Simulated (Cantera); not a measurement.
A freely propagating, adiabatic, planar premixed flame of H2 : O2 : N2 : H2O = 1 : 0.588 : 2.21 : 0.68 (molar parts), equivalence ratio 0.85, unburnt at 425 K and 35000 Pa; multicomponent transport, grid criteria slope 0.08 and curve 0.16, no radiation.

Detailed kinetics in Cantera: the H2/O2 subset of GRI-Mech 3.0, which has no nitrogen chemistry. Burning velocities carry a grid error of a few per cent, more on coarse grids.

Predict: laminar burning velocity; thermal thickness; peak x(OH); peak x(H); peak x(O).


```
Property                     Value
------------------------  --------
laminar burning velocity  224 cm/s
thermal thickness          1.35 mm
peak x(OH)                  0.0102
peak x(H)                   0.0256
peak x(O)                  0.00638
```
